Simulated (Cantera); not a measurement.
Ignition delay

Mixture: 13.4 % CH3OH, 18.2 % O2, 68.5 % N2, equivalence ratio 1.1, at 100000 Pa, adiabatic and at constant volume. Ignition delay is the time to a rise of 400 K.

Cantera simulation using GRI-Mech 3.0 (53 species, 325 reactions); the numbers are that mechanism's predictions, not measurements. GRI-Mech 3.0 was tuned for natural gas; its chemistry of methanol as a main component is partial and can be far from experiment.

| T0 (K) | delay (ms) |
|---|---|
| 1175 | 13.9 |
| 1250 | 4.12 |
| 1325 | 1.42 |
| 1400 | 0.563 |
| 1475 | 0.250 |
| 1550 | 0.123 |
| 1625 | 0.0659 |
| 1700 | 0.0378 |
| 1775 | 0.0229 |

```json
{
  "apparent activation energy between 1625 and 1775 K": "170 kJ/mol"
}
```
